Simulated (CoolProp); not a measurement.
Vapour-liquid equilibrium of propylene (1) + R142b (2) at 227.6 K; x and y are mole fractions of (1).

Computed with CoolProp (multi-fluid Helmholtz-energy mixture model, Lemmon 2013 and Lemmon 2006; pair parameters Bell 2016).

Give the bubble pressure and the first vapour's composition at x = 0.55, 0.75, 0.95. Is there an azeotrope?

x = 0.55: 0.07555 MPa, y = 0.883; x = 0.75: 0.09137 MPa, y = 0.939; x = 0.95: 0.1070 MPa, y = 0.987. No azeotrope shows between x = 0.05 and 0.95.

Pair parameters are fitted to limited data, so mixtures are less certain than the pure fluids.
